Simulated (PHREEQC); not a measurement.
## City or well water: speciation

Synthetic water in mg/kgw, 20 °C, pH 6.98, pe 8: Na 52.4; K 10.4; Ca 82.3; Mg 7.61; Cl 11.5; S(6) as SO4 163; Alkalinity as HCO3 209; Zn 0.0639; Cu(2) 8.05.

Valence states are taken as typed.

The numbers come from PHREEQC with the ion-association model, wateq4f.dat.

No solid was allowed to form.

Question: Predict the ionic strength, charge-balance error.

Answer: ionic strength 0.0101 mol/kgw; charge-balance error 3.0 %.

Question: In which forms is Ca present?

Answer: Ca+2 87 %, CaSO4 11 %, CaHCO3+ 2.2 % of the Ca.

Saturation is exceeded, for instance for Malachite, Brochantite; the values hold only as long as no solid forms. The database's constant for dissolved Cu(OH)2 is higher than later reviews accept. The database's zinc carbonate complexes are estimates, stronger than later reviews accept.
